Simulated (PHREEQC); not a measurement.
1.6 g of hydrous ferric oxide (600 m²/g; 0.2 weak and 0.005 strong sites per Fe, Dzombak-Morel constants, diffuse double layer) in 1 kg of water with 0.01 mol/kgw of an inert sodium salt, at 25 °C; the pH is set by adding NaOH or the inert anion's acid. O2 is buffered at 0.21 atm. No CO2 enters from the air. No solid was allowed to form.

The numbers come from PHREEQC with the ion-association model, wateq4f.dat.

Predict surface charge σ (C/m²) at pH = 3, 3.67, 5.67, 9.


```
pH    surface charge σ (C/m²)
----  -----------------------
3                       0.329
3.67                    0.261
5.67                    0.067
9                      -0.013
```

Complexes and solids missing from the database can't appear. The oxide is taken as insoluble; below pH 4 it would dissolve.
